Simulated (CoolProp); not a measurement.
Vapour-liquid equilibrium of R134a (1) + cyclopropane (2) at 2.21 MPa; x and y are mole fractions of (1).

Values from CoolProp's multi-fluid Helmholtz-energy mixture model, Tillner-Roth 1994 and Polt 1992; pair parameters Bell 2016. This equation is an older, rougher fit; its heat capacities, sound speeds and derivatives of the liquid may be far off and weren't checked against measurements.

| x | bubble temperature, mixture model (°C) | bubble temperature, Raoult's law (°C) | y, mixture model | y, Raoult's law |
|---|---|---|---|---|
| 0.05 | 69.5 | 73.1 | 0.094 | 0.051 |
| 0.125 | 65.7 | 73.0 | 0.200 | 0.128 |
| 0.2 | 63.3 | 72.9 | 0.279 | 0.204 |
| 0.275 | 61.8 | 72.8 | … | 0.280 |
| 0.35 | … | 72.7 | … | 0.356 |
| 0.425 | … | 72.6 | 0.444 | 0.431 |
| 0.5 | 60.3 | 72.5 | 0.492 | 0.506 |
| 0.575 | 60.6 | 72.4 | 0.543 | 0.581 |
| 0.65 | 61.3 | 72.3 | 0.597 | 0.656 |
| 0.725 | 62.5 | 72.2 | 0.660 | 0.730 |
| 0.8 | 64.1 | 72.2 | 0.732 | 0.804 |
| 0.875 | 66.5 | 72.1 | 0.819 | 0.878 |
| 0.95 | 69.5 | 72.0 | 0.921 | 0.951 |

Question: Some entries are withheld; supply them.

Answer: 
- 0.275, y, mixture model: 0.342
- 0.35, bubble temperature, mixture model (°C): 60.9
- 0.35, y, mixture model: 0.395
- 0.425, bubble temperature, mixture model (°C): 60.4

The largest gap from Raoult's law is -12.2 K in bubble temperature, at x = 0.425. y crosses x between x = 0.425 and 0.5: the model has an azeotrope there.

Pair parameters are fitted to limited data, so mixtures are less certain than the pure fluids.
